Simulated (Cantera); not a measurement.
**Silicon nitride deposition: SiHCl3 + NH3**

Feed: 1 mol SiHCl3, 11 mol NH3, equilibrated at 0.000270 bar.

These are equilibrium values from Cantera (NASA tables, ideal gas, pure condensed phases), not measurements of a reactor. Candidate condensed phases: NH4Cl, Si, Si3N4; 28 gas species. The tables' values for SiCl, SiCl3, SiN are old estimates; treat these amounts as uncertain. Gases not in the tables: Si2H6 and higher silanes. The numbers say what is thermodynamically allowed, not how fast it happens.

From 900 °C to 1200 °C the condensed part is Si3N4(s). From 1250 °C to 1400 °C the condensed part is Si(s). From 1450 °C to 1500 °C the condensed part is Si(l). At 1550 °C nothing is condensed. The main Si-bearing gas is SiCl2 throughout. The share of Si in condensed phases is highest at 900 °C (99.4 %) and lowest at 1550 °C (0.0 %).

| T (°C) | x H2 | x N2 | x HCl | x SiCl2 | x H | x Si | n Si3N4(s) | n Si(s) | n Si(l) |
|---|---|---|---|---|---|---|---|---|---|
| 900 | 0.664 | 0.207 | 0.128 | 0.000202 | 5.85e-6 | 6.60e-12 | 0.331 | 0 | 0 |
| 950 | 0.665 | 0.207 | 0.127 | 0.000601 | 1.49e-5 | 1.21e-10 | 0.328 | 0 | 0 |
| 1000 | 0.665 | 0.208 | 0.125 | 0.00160 | 3.54e-5 | 1.76e-9 | 0.320 | 0 | 0 |
| 1050 | 0.666 | 0.209 | 0.120 | 0.00377 | 7.88e-5 | 2.08e-8 | 0.303 | 0 | 0 |
| 1100 | 0.669 | 0.211 | 0.112 | 0.00771 | 0.000166 | 2.05e-7 | 0.272 | 0 | 0 |
| 1150 | 0.672 | 0.214 | 0.1000 | 0.0135 | 0.000331 | 1.71e-6 | 0.226 | 0 | 0 |
| 1200 | 0.675 | 0.218 | 0.0854 | 0.0205 | 0.000633 | 1.22e-5 | 0.171 | 0 | 0 |
| 1250 | 0.671 | 0.229 | 0.0728 | 0.0258 | 0.00115 | 6.68e-5 | 0 | 0.374 | 0 |
| 1300 | 0.670 | 0.229 | 0.0720 | 0.0262 | 0.00203 | 0.000204 | 0 | 0.361 | 0 |
| 1350 | 0.669 | 0.229 | 0.0711 | 0.0264 | 0.00344 | 0.000579 | 0 | 0.342 | 0 |
| 1400 | 0.667 | 0.228 | 0.0702 | 0.0266 | 0.00566 | 0.00155 | 0 | 0.308 | 0 |
| 1450 | 0.662 | 0.227 | 0.0705 | 0.0259 | 0.00903 | 0.00364 | 0 | 0 | 0.261 |
| 1500 | 0.654 | 0.225 | 0.0710 | 0.0248 | 0.0140 | 0.00789 | 0 | 0 | 0.165 |
| 1550 | 0.642 | 0.223 | 0.0723 | 0.0228 | 0.0211 | 0.0153 | 0 | 0 | 0 |
x: gas mole fraction; n: condensed amount in mol.
